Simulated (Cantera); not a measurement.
Charge: 1 mol HMDSO, 1.5 mol O3, 0.89 mol H2, equilibrated at 0.330 Torr.

These are equilibrium values from Cantera (NASA tables, ideal gas, pure condensed phases), not measurements of a reactor. Candidate condensed phases: C, C6H6, C7H8, C8H18, H2O, Si, SiC, SiO2; 123 gas species. The feed counts by its element totals alone. Mutual solubility and eutectic melting of coexisting phases are not modelled. The tables hold silica as quartz up to 1696 K and as liquid above; real silica turns to tridymite and cristobalite and melts near 1996 K. The numbers say what is thermodynamically allowed, not how fast it happens.

Q: Which condensed phases are stable at each of these points (T (K)): 998, 1098, 1198, 1298, 1398, 1498, 1598, 1698, 1798, 1898?

A: 
```json
[
 {"T (K)": "998", "condensed phases": "C(graphite) + SiO2(β-quartz)", "Si condensed (%)": "100.0"},
 {"T (K)": "1098", "condensed phases": "C(graphite) + SiO2(β-quartz)", "Si condensed (%)": "100.0"},
 {"T (K)": "1198", "condensed phases": "C(graphite) + SiO2(β-quartz)", "Si condensed (%)": "100.0"},
 {"T (K)": "1298", "condensed phases": "SiC(s) + SiO2(β-quartz)", "Si condensed (%)": "99.0"},
 {"T (K)": "1398", "condensed phases": "SiC(s) + SiO2(β-quartz)", "Si condensed (%)": "74.6"},
 {"T (K)": "1498", "condensed phases": "SiC(s)", "Si condensed (%)": "62.5"},
 {"T (K)": "1598", "condensed phases": "SiC(s)", "Si condensed (%)": "62.5"},
 {"T (K)": "1698", "condensed phases": "SiC(s)", "Si condensed (%)": "62.4"},
 {"T (K)": "1798", "condensed phases": "SiC(s)", "Si condensed (%)": "62.1"},
 {"T (K)": "1898", "condensed phases": "SiC(s)", "Si condensed (%)": "60.5"}
]
```

From 998 K to 1198 K the condensed part is C(graphite) + SiO2(β-quartz). From 1298 K to 1398 K the condensed part is SiC(s) + SiO2(β-quartz). From 1498 K to 1898 K the condensed part is SiC(s).
